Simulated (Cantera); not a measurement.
**Equilibrium for silicon epitaxy and polysilicon growth: Si3H8 + Cl2 + N2**

Input: 1 mol Si3H8, 0.012 mol Cl2, a varied amount of N2, equilibrated at 1275 K and 77.0 mbar.

Cantera equilibrium calculation (NASA polynomials, part measured and part estimated; ideal gas, pure solids and liquids). Candidate condensed phases: NH4Cl, Si, Si3N4; 28 gas species. The feed counts by its element totals alone. N2 is the only nitrogen source here; it is nearly inert below about 1500 K, so the nitride shown seldom forms there in practice. Equilibrium is a limit: real reactors are often held back by kinetics, nucleation or transport.

| n(N2) (mol) | log p N2 | log p H2 | log p HCl | log p NH3 | log p H | log p SiCl2 | log p Cl | n Si3N4(s) |
|---|---|---|---|---|---|---|---|---|
| 9 | -1.31 | -1.55 | -3.78 | -6.85 | -6.91 | -9.11 | -9.20 | 1.00 |
| 13 | -1.25 | -1.69 | -3.91 | -7.02 | -6.98 | -9.28 | -9.27 | 1.00 |
| 19 | -1.21 | -1.84 | -4.06 | -7.22 | -7.05 | -9.46 | -9.34 | 1.00 |
| 28 | -1.18 | -1.99 | -4.21 | -7.44 | -7.13 | -9.63 | -9.42 | 1.00 |
| 40 | -1.16 | -2.14 | -4.36 | -7.64 | -7.20 | -9.79 | -9.49 | 1.00 |
| 59 | -1.14 | -2.30 | -4.52 | -7.88 | -7.28 | -9.96 | -9.57 | 1.00 |
| 86 | -1.13 | -2.46 | -4.68 | -8.12 | -7.36 | -10.13 | -9.65 | 1.00 |
log p: log10 of the partial pressure in bar; n: condensed amount in mol.

From 9 mol N2 to 86 mol N2 the condensed part is Si3N4(s).
